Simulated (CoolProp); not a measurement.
A single-stage vapour-compression cycle with R113: evaporating at 267.15 K (dew point), condensing at 322.15 K (bubble point), superheat 10 K, subcooling 2 K, compressor efficiency 0.75, no pressure losses. Each further row changes one setting.

Values from CoolProp's reference Helmholtz-energy equation of state, Marx 1992.

```tsv
case	cooling COP	pressure ratio	discharge temperature (K)	refrigerating effect (kJ/kg)	volumetric capacity (kJ/m³)
as stated	3.01	9.51	339.0	118	108
evaporating temperature 272.15 K	?	7.41	337.5	121	?
condensing temperature 317.15 K	3.40	?	334.2	123	112
subcooling 7 K	3.13	9.51	339.0	123	112
superheat 20 K	?	9.51	350.0	?	110
compressor efficiency 0.65	?	9.51	?	118	108
```

Task: Fill in the missing entries.

Result: 
- evaporating temperature 272.15 K, cooling COP: 3.45
- evaporating temperature 272.15 K, volumetric capacity (kJ/m³): 140
- condensing temperature 317.15 K, pressure ratio: 8.05
- superheat 20 K, cooling COP: 3.06
- superheat 20 K, refrigerating effect (kJ/kg): 125
- compressor efficiency 0.65, cooling COP: 2.61
- compressor efficiency 0.65, discharge temperature (K): 347.5
